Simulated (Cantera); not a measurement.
Feed: 1 mol SiC, 0.046 mol H₂O, 25 mol H₂, equilibrated at 1802 °C.

Equilibrium computed with Cantera from the NASA thermochemical tables; the gas is ideal and each condensed phase is pure. Candidate condensed phases: C, C₆H₆, C₇H₈, C₈H₁₈, H₂O, Si, SiC, SiO₂; 123 gas species. Gases not in the tables: Si₂H₆ and higher silanes. Equilibrium is a limit: real reactors are often held back by kinetics, nucleation or transport.

Problem. At 24.0 mbar, list the 4 most abundant gas species with their mole fractions, and the condensed phases.

Solution. H₂ 0.980, H 0.0170, CO 0.00154, Si 0.00122. Condensed: SiC(s).
